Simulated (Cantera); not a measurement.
Input: 1 mol Al2O3, 0.025 mol Cl2, 1.9 mol O2, at 1548 K and 1 atm.

Method: chemical equilibrium by Gibbs-energy minimisation in Cantera with the NASA 1993 tables (ideal gas, pure condensed phases). Candidate condensed phases: Al, AlCl3, Al2O3; 17 gas species. Rates play no part.

Base state: O2 0.983, Cl2 0.00907, Cl 0.00756, ClO 0.000175 (mole fractions); condensed: Al2O3(s).

### Question
What changes in the equilibrium state with this change: pressure from 1 atm to 10.0 mbar?

### Answer
```tsv
species	before	after
O2	0.983	0.975
Cl	0.00756	0.0238
Cl2	0.00907	0.000889
O	7.52e-6	7.53e-5
ClO	0.000175	5.45e-5
Al2O3(s), mol	1.000	1.00
```
